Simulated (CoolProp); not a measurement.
Model: reference Helmholtz-energy equation of state, Lemmon 2005, in CoolProp. It is a short technical equation, of lower accuracy than the large ones.

### Question
For isobutene, give the phase and the cp (kJ/(kg K)), speed of sound (m/s) at 276.85 °C and 0.794 MPa.

### Answer
- 276.85 °C and 0.794 MPa: gas; cp 2.52, speed of sound 288
